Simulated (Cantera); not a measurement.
Feed: 1 mol Si3N4, 0.0052 mol H2O, 880 mol H2, 4 mol N2O, at 30.8 Torr.

Equilibrium computed with Cantera from the NASA thermochemical tables; the gas is ideal and each condensed phase is pure. Candidate condensed phases: H2O, Si, SiO2, Si2N2O, Si3N4; 35 gas species. Mutual solubility and eutectic melting of coexisting phases are not modelled. The tables hold silica as quartz up to 1696 K and as liquid above; real silica turns to tridymite and cristobalite and melts near 1996 K. Rates play no part.

Q: Which condensed phases are stable at each of these points (T (K)): 1075, 1125, 1175, 1225, 1275, 1325, 1375, 1425, 1475, 1525, 1575, 1625, 1675, 1725?

A: 
```
T (K)            condensed phases  Si condensed (%)
-----  --------------------------  ----------------
1075   SiO2(β-quartz) + Si2N2O(s)             100.0
1125   SiO2(β-quartz) + Si2N2O(s)             100.0
1175   SiO2(β-quartz) + Si2N2O(s)             100.0
1225   SiO2(β-quartz) + Si2N2O(s)             100.0
1275   SiO2(β-quartz) + Si2N2O(s)             100.0
1325   SiO2(β-quartz) + Si2N2O(s)              99.9
1375   SiO2(β-quartz) + Si2N2O(s)              99.3
1425   SiO2(β-quartz) + Si2N2O(s)              96.9
1475   SiO2(β-quartz) + Si2N2O(s)              87.2
1525   SiO2(β-quartz) + Si2N2O(s)              51.9
1575               SiO2(β-quartz)              29.5
1625               SiO2(β-quartz)              20.7
1675               SiO2(β-quartz)               0.2
1725                     gas only               0.0
```

From 1075 K to 1525 K the condensed part is SiO2(β-quartz) + Si2N2O(s). From 1575 K to 1675 K the condensed part is SiO2(β-quartz). At 1725 K nothing is condensed.
